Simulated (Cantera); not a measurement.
Input: 1 mol SiC, 0.49 mol Si, 1.6 mol N2, held at 5.10 mbar.

Equilibrium computed with Cantera from the NASA thermochemical tables; the gas is ideal and each condensed phase is pure. Candidate condensed phases: C, Si, SiC, Si3N4; 20 gas species. Mutual solubility and eutectic melting of coexisting phases are not modelled. The tables' values for SiN are old estimates; treat these amounts as uncertain. Rates play no part.

x: gas mole fraction; n: condensed amount in mol.

```
T (°C)   x N2      x Si    x SiC2    x Si2C      x CN      x C3  n SiC(s)  n Si3N4(s)  n Si(l)  n C(graphite)
------  -----  --------  --------  --------  --------  --------  --------  ----------  -------  -------------
1400    1.000   2.76e-5  2.85e-10   1.41e-7   1.89e-9    <1e-12      1.00       0.163        0              0
1500    1.000  0.000418   2.34e-9   3.83e-6   5.91e-9    <1e-12     1.000           0    0.489              0
1600    0.998   0.00173   4.18e-8   2.66e-5   4.46e-8    <1e-12     1.000           0    0.487              0
1700    0.993       ___       ___       ___       ___    <1e-12     1.000           0    0.479              0
1800    0.979    0.0195   5.68e-6  0.000721   1.39e-6  1.11e-11     0.999           0    0.454              0
1900    0.939    0.0555   4.68e-5   0.00296   6.03e-6  2.62e-10     0.995           0    0.383              0
2000    0.840     0.143  0.000319    0.0107   2.21e-5   4.66e-9     0.978           0    0.176              0
2100    0.764     0.207   0.00305    0.0209  0.000120   2.93e-7     0.943           0        0              0
2200    0.717     0.218    0.0320    0.0291  0.000761   3.05e-5     0.790           0        0              0
2300    0.537     0.317     0.101    0.0386   0.00191  0.000294         0           0        0          0.276
2400    0.524     0.317     0.131    0.0199   0.00400   0.00120         0           0        0          0.121
2500    0.515     0.314     0.147   0.00997   0.00753   0.00373         0           0        0              0
2600    0.505     0.327     0.137       ___       ___       ___         0           0        0              0
2700    0.494     0.340     0.121   0.00274    0.0183    0.0136         0           0        0              0
```

Task: What belongs in the gaps?

Result: 
- 1700, x Si: 0.00619
- 1700, x SiC2: 5.53e-7
- 1700, x Si2C: 0.000151
- 1700, x CN: 2.73e-7
- 2600, x Si2C: 0.00518
- 2600, x CN: 0.0121
- 2600, x C3: 0.00766
